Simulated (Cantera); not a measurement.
A perfectly stirred reactor is fed with H2 : O2 = 0.21 : 1 (molar parts), at 2670 Pa; it is held at 1150 K, and followed from long to short residence time.

Cantera simulation using the H2/O2 subset of GRI-Mech 3.0, which has no nitrogen chemistry; the numbers are that mechanism's predictions, not measurements. Radical loss at walls, strong at low pressure, is not modelled. The temperature is held fixed by assumption; the heat of reaction is taken as removed at once.

x: mole fraction; the columns are a selection and need not sum to one.

```
τ (s)        x H2   x O2  x H2O       x O    x HO2   x H2O2
-------  --------  -----  -----  --------  -------  -------
1.8      0.000275  0.809  0.189  0.000694  4.99e-6      ___
0.76     0.000474  0.808  0.189   0.00123  7.05e-6      ___
0.32     0.000808  0.807  0.188   0.00216  9.51e-6      ___
0.14      0.00134  0.806  0.187   0.00366  1.21e-5      ___
0.057     0.00228  0.802  0.184   0.00641  1.48e-5      ___
0.024     0.00379  0.797  0.180    0.0107  1.72e-5  8.29e-7
0.010     0.00628  0.789  0.173    0.0174  1.88e-5  8.68e-7
0.0043     0.0101  0.778  0.161    0.0259  1.94e-5  8.75e-7
0.0018     0.0165  0.765  0.144    0.0345  1.90e-5  8.73e-7
0.00078    0.0269  0.758  0.124    0.0384  1.79e-5  9.05e-7
```

Question: Some entries are withheld; supply them.

Answer: 
- 1.8, x H2O2: 3.80e-7
- 0.76, x H2O2: 4.73e-7
- 0.32, x H2O2: 5.73e-7
- 0.14, x H2O2: 6.67e-7
- 0.057, x H2O2: 7.60e-7
